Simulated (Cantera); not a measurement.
A perfectly stirred reactor is fed with 70.9 % CH4, 29.1 % CO2, at 0.493 atm; it is held at 2223 K, and followed from long to short residence time.

Cantera simulation using GRI-Mech 3.0 (53 species, 325 reactions); the numbers are that mechanism's predictions, not measurements. GRI-Mech 3.0 stops at C3 and has no aromatics, soot or wall deposition, so with more carbon than oxygen in the feed, carbon stays in small species such as C2H2 where larger ones or solid carbon would form.

Q: Predict: x(CH4) at τ = 1.00 s; x(CO2) at τ = 1.00 s; x(O) at τ = 1.00 s; x(H2) at τ = 1.00 s; x(H) at τ = 1.00 s; x(CH4) at τ = 18.0 ms; x(CO2) at τ = 18.0 ms; x(O) at τ = 18.0 ms; x(H2) at τ = 18.0 ms; x(H) at τ = 18.0 ms.

A: 
```json
{
 "x(CH4) at τ = 1.00 s": "0.00116",
 "x(CO2) at τ = 1.00 s": "5.56e-5",
 "x(O) at τ = 1.00 s": "2.83e-9",
 "x(H2) at τ = 1.00 s": "0.597",
 "x(H) at τ = 1.00 s": "0.00697",
 "x(CH4) at τ = 18.0 ms": "0.00924",
 "x(CO2) at τ = 18.0 ms": "0.00281",
 "x(O) at τ = 18.0 ms": "9.60e-8",
 "x(H2) at τ = 18.0 ms": "0.573",
 "x(H) at τ = 18.0 ms": "0.00598"
}
```
